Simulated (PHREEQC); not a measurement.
## Leach liquor

A solution holds 35 mmol/kgw H2SO4, 7 mmol/kgw LiCl and 1.9 mmol/kgw MgSO4, at 75 °C. Closed to the air; pH follows from the charge balance.

The numbers come from PHREEQC with the ion-association model, wateq4f.dat.

This is a speciation only: nothing precipitates in the calculation.

### Question
Predict the pH.

### Answer
pH 1.48.

### Question
In which forms is Mg present?

### Answer
Mg+2 60 %, MgSO4 40 % of the Mg.

Species that the database lacks are ignored. Away from 25 °C the constants follow the database's enthalpies or fits; those with neither stay at their 25 °C values.
